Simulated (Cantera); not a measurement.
Input (Python, Cantera) and output of one run.

```python
import numpy as np
import cantera as ct

gas_names = """
    H HO2 H2 H2O H2O2 Mg MgH MgO MgOH MgO2H2 Mg2 O OH O2 O3
""".split()
cond_names = """
    H2O(s) H2O(L) Mg(cr) Mg(L) MgO(s) MgO(L) MgO2H2(s)
""".split()


# ... load() reads the species with a 1 bar reference pressure and builds the phases ...
atoms = {
    'Mg(OH)2': {'Mg': 1, 'O': 2, 'H': 2},
    'H2': {'H': 2},
}
top_T = {}  # K; cautious upper limits of use, not melting points


# ... equilibrate(T, P, feed) seeds the gas with the atoms and calls Mixture.equilibrate('TP', solver="vcs", rtol=1e-11, max_steps=5000) ...
results = []
feed = {'Mg(OH)2': 1, 'H2': 0.49}  # mol
T = 598.15  # K
for P in [10, 36, 130, 460, 1700, 6000, 22000, 77000, 280000, 1000000]:
    mix = equilibrate(T, P, feed)
    results.append((T, P, feed, dict(zip(mix.species_names, mix.species_moles))))

top = {s: max(r[3][s] / sum(r[3][g] for g in gas_names) for r in results) for s in gas_names}
cols = sorted((s for s in top if top[s] > 0.0001), key=lambda s: -top[s])[:6]
seen = [c for c in cond_names if any(r[3].get(c, 0) > 1e-12 for r in results)]
print("log10 of partial pressures in bar; condensed amounts in mol")
print(f"{'P/Pa':>10s}" + "".join(f"{s[:9]:>10s}" for s in cols + seen))
for T, P, feed, n in results:
    ng = sum(n[g] for g in gas_names)
    print(f"{P:10.4g}" + "".join(f"{np.log10(max(n[s] / ng * P / 1e5, 1e-99)):10.3f}" for s in cols)
          + "".join(f"{n.get(c, 0):10.4g}" for c in seen))
```

It prints:

```
log10 of partial pressures in bar; condensed amounts in mol
      P/Pa       H2O        H2    MgO(s) MgO2H2(s)
        10    -4.173    -4.483         1         0
        36    -3.617    -3.927         1         0
       130    -3.059    -3.369         1         0
       460    -2.510    -2.820         1         0
      1700    -1.943    -2.253         1         0
      6000    -1.395    -1.705         1         0
   2.2e+04    -0.831    -1.141         1         0
   7.7e+04    -0.287    -0.596         1         0
   2.8e+05     0.274    -0.036         1         0
     1e+06     0.707     0.690    0.5093    0.4907
```

These are equilibrium values from Cantera (NASA tables, ideal gas, pure condensed phases), not measurements of a reactor.
